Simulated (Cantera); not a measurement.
Input: 1 mol SiHCl3, 0.013 mol Cl2, 25 mol H2, 0.65 mol HCl, at 1425 K and 0.00420 bar.

Equilibrium computed with Cantera from the NASA thermochemical tables; the gas is ideal and each condensed phase is pure. Candidate condensed phases: Si; 19 gas species. The tables' values for SiCl3 are old estimates; treat these amounts as uncertain. Kinetics and transport are ignored.

Base state: H2 0.892, HCl 0.0836, SiCl2 0.0236, SiCl3 0.000562, H 9.94e-5, SiCl4 5.25e-5, SiHCl3 4.39e-5 (mole fractions); condensed: Si(s).

What changes in the equilibrium state with this change: temperature from 1425 K to 898 K?


```tsv
species	before	after
H2	0.892	0.955
SiCl4	5.25e-5	0.0265
HCl	0.0836	0.0127
SiCl2	0.0236	0.000228
H	9.94e-5	1.65e-9
SiHCl3	4.39e-5	0.00555
SiH2Cl2	5.59e-6	0.000110
SiCl3	0.000562	0.000353
Si(s), mol	0.328	0.122
```
